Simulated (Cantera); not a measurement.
A freely propagating, adiabatic, planar premixed flame of CO : H2 : CH4 : O2 : N2 = 1 : 0.081 : 0.51 : 1.79 : 6.74 (molar parts), equivalence ratio 0.87, unburnt at 348 K and 100.0 Torr; mixture-averaged transport, grid criteria slope 0.08 and curve 0.16, no radiation.

Model: GRI-Mech 3.0 (53 species, 325 reactions), integrated in Cantera. Burning velocities carry a grid error of a few per cent, more on coarse grids.

x: mole fraction of selected species; z is measured from the peak of heat release.

```tsv
z (mm)	T (K)	u (m/s)	x CO	x H2	x CH4	x HCO	x NO2	x OH
-7.92	348	0.887	0.0988	0.00804	0.0504	<1e-8	<1e-8	<1e-8
-5.28	348	0.887	0.0988	0.00820	0.0504	<1e-8	<1e-8	<1e-8
-3.96	348	0.888	0.0988	0.00852	0.0504	<1e-8	<1e-8	<1e-8
-2.64	352	0.899	0.0986	0.00968	0.0502	<1e-8	<1e-8	1.26e-7
-1.32	535	1.37	0.0968	0.0138	0.0455	6.29e-8	<1e-8	0.000161
-0.660	880	2.28	0.0987	0.0168	0.0314	2.61e-6	<1e-8	0.000337
0	1302	3.38	0.102	0.0170	0.00858	3.67e-5	<1e-8	0.00227
0.660	1479	3.83	0.0891	0.0119	0.000613	1.00e-5	<1e-8	0.00464
1.32	1530	3.94	0.0727	0.00927	2.19e-5	5.39e-7	<1e-8	0.00564
2.64	1588	4.05	…	0.00921	…	…	<1e-8	…
5.28	1657	4.19	0.0423	0.00955	<1e-8	2.56e-8	<1e-8	0.00741
10.6	1738	4.37	0.0394	0.00885	<1e-8	1.81e-8	<1e-8	0.00792
21.1	1833	4.58	0.0365	0.00755	<1e-8	1.11e-8	<1e-8	0.00814
```

Fill in the missing entries.


- 2.64, x CO: 0.0535
- 2.64, x CH4: 4.29e-8
- 2.64, x HCO: 3.81e-8
- 2.64, x OH: 0.00661
